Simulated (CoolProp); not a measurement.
A single-stage vapour-compression cycle with the fluid: evaporating at 200.15 K (dew point), condensing at 229.15 K (bubble point), superheat 0 K, subcooling 2 K, compressor efficiency 0.75, no pressure losses. The same conditions are run with several fluids, on thermodynamics alone (safety and materials aside).

Model: reference Helmholtz-energy equation of state of each fluid (hydrogen chloride: Thol 2018; R143a: Lemmon and Jacobsen 2000; R125: Lemmon 2005; ethylene: Smukala 2000; CH3F (R41): Lemmon 2006; propylene: Lemmon 2013), in CoolProp.

| fluid | cooling COP | pressure ratio | discharge temperature (K) | refrigerating effect (kJ/kg) | volumetric capacity (kJ/m³) |
|---|---|---|---|---|---|
| hydrogen chloride | 4.45 | 3.46 | 308.9 | 385 | 1690 |
| R143a | 4.69 | 4.74 | 258.9 | 209 | 267 |
| R125 | 4.67 | 4.96 | 249.8 | 147 | 268 |
| ethylene | 4.38 | 2.80 | 268.6 | 361 | 3080 |
| CH3F (R41) | 4.52 | 3.66 | 290.6 | 423 | 1230 |
| propylene | 4.70 | 4.41 | 268.2 | 407 | 282 |
